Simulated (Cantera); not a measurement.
A closed system holds: 1 mol CF₄, 1.6 mol H₂, held at 1000 Pa.

Cantera equilibrium calculation (NASA polynomials, part measured and part estimated; ideal gas, pure solids and liquids). Candidate condensed phases: C, C₆H₆, C₇H₈, C₈H₁₈; 110 gas species. Ions and electrons are included (thermal ionisation). Rates play no part. All values below are at 2727 °C.

Base state: HF 0.675, F 0.206, H 0.0505, C₃ 0.0312, CF 0.0239, C 0.00507, C₂ 0.00317, CF₂ 0.00257 (mole fractions); condensed: C(graphite).

Question: What changes in the equilibrium state with this change: CF₄ replaced by CCl₄?

Answer: 
```json
[
 {"species": "Cl", "before": "0", "after": "0.514"},
 {"species": "H", "before": "0.0505", "after": "0.308"},
 {"species": "HCl", "before": "0", "after": "0.0933"},
 {"species": "HF", "before": "0.675", "after": "0"},
 {"species": "F", "before": "0.206", "after": "0"},
 {"species": "CF", "before": "0.0239", "after": "0"},
 {"species": "H₂", "before": "0.00102", "after": "0.0381"},
 {"species": "C₃", "before": "0.0312", "after": "0.0312"},
 {"species": "CF₂", "before": "0.00257", "after": "0"},
 {"species": "C₂HCl", "before": "0", "after": "0.000130"},
 {"species": "CCl", "before": "0", "after": "3.58e-5"},
 {"species": "C(graphite), mol", "before": "0.402", "after": "0.209"}
]
```
The tables' values for CCl are old estimates; treat these amounts as uncertain.
